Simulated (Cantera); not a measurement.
A closed system holds: 1 mol AlN, 0.03 mol HCl, 0.11 mol N2, at 900 °C and 0.190 bar.

Method: chemical equilibrium by Gibbs-energy minimisation in Cantera with the NASA 1993 tables (ideal gas, pure condensed phases). Candidate condensed phases: Al, AlCl3, AlN, NH4Cl; 20 gas species. The tables' values for AlCl2 are old estimates; treat these amounts as uncertain. Kinetics and transport are ignored.

Base state: N2 0.814, H2 0.0846, AlCl3 0.0563, HCl 0.0452, AlCl2 1.88e-5 (mole fractions); condensed: AlN(s).

Problem. What changes in the equilibrium state with this change: AlN replaced by Fe2O3?

Solution. 
```csv
species,before,after
N2,0.814,0.787
HCl,0.0452,0.189
H2O,0,0.0127
H2,0.0846,1.56e-8
AlCl3,0.0563,0
FeCl2,0,0.00496
FeCl3,0,0.00377
Cl2,<1e-9,0.00194
O2,0,0.000180
AlCl2,1.88e-5,0
"AlN(s), mol",0.992,0
"Fe2O3(s), mol",0,0.999
```
Further candidate phases: Fe, FeCl2, FeCl3, FeO, Fe(OH)2, Fe(OH)3, Fe2O3, Fe3O4, H2O.
